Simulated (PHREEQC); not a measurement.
A solution holds 0.17 mol/kgw CuSO4, 0.0019 mol/kgw HBF4 and 0.058 mol/kgw NaCl, at 10 °C. Closed to the air; pH follows from the charge balance.

Computed with PHREEQC (ion-association model, wateq4f.dat).

Precipitation was switched off in this run.

**Question.** Order these F species by the share of F that they hold, largest first: HF, BF3OH-, F-, BF4-, CuF+.

**Answer.** BF4- (42 %), F- (24 %), HF (17 %), CuF+ (8.1 %), BF3OH- (6.1 %)

The pH is 2.98 and the ionic strength 0.409 mol/kgw. Species that the database lacks are ignored. Away from 25 °C the constants follow the database's enthalpies or fits; those with neither stay at their 25 °C values. Real BF4- forms and hydrolyses slowly; the run takes it at equilibrium.
